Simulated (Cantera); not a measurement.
Charge: 1 mol BN, 1 mol F2, equilibrated at 1523 K and 100 Torr.

These are equilibrium values from Cantera (NASA tables, ideal gas, pure condensed phases), not measurements of a reactor. Candidate condensed phases: B, BN; 13 gas species. The tables' values for BF2 are old estimates; treat these amounts as uncertain. Kinetics and transport are ignored.

Base state: BF3 0.665, N2 0.333, BF2 0.00175, BF 1.16e-5 (mole fractions); condensed: BN(s).

Problem. What changes in the equilibrium state with this change: 0.36 mol H2O added?

Solution. 
```json
[
 {"species": "BF3", "before": "0.665", "after": "0.316"},
 {"species": "N2", "before": "0.333", "after": "0.267"},
 {"species": "H2", "before": "0", "after": "0.200"},
 {"species": "BOF", "before": "0", "after": "0.174"},
 {"species": "HF", "before": "0", "after": "0.0257"},
 {"species": "B3O3F3", "before": "0", "after": "0.0130"},
 {"species": "BHF2", "before": "0", "after": "0.00219"},
 {"species": "HBO2", "before": "0", "after": "0.000767"},
 {"species": "BN(s), mol", "before": "0.333", "after": "0.106"}
]
```
Further candidate phases: B2O3, B3O3H3, H2O.
